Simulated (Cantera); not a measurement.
Charge: 1 mol Si3N4, 0.39 mol H2O, 1 mol N2, 0.8 mol CO2, equilibrated at 1198 K and 4.70 mbar.

These are equilibrium values from Cantera (NASA tables, ideal gas, pure condensed phases), not measurements of a reactor. Candidate condensed phases: C, C6H6, C7H8, C8H18, H2O, Si, SiC, SiO2, Si2N2O, Si3N4; 151 gas species. Kinetics and transport are ignored.

Question: What is the equilibrium state?

Answer: 
| Property | Result |
|---|---|
| x(N2) | 0.630 |
| x(CO) | 0.206 |
| x(H2) | 0.164 |
| x(HCN) | 2.34e-5 |
| x(H2O) | 4.21e-6 |
| x(CO2) | 3.87e-6 |
| x(CH4) | 2.02e-6 |
| x(H) | 1.12e-6 |
| n(C(graphite)) | 0.310 mol |
| n(Si2N2O(s)) | 1.50 mol |
| gas amount | 2.380 mol |
| log10 activity of Si(s) (absent) | -5.74 |
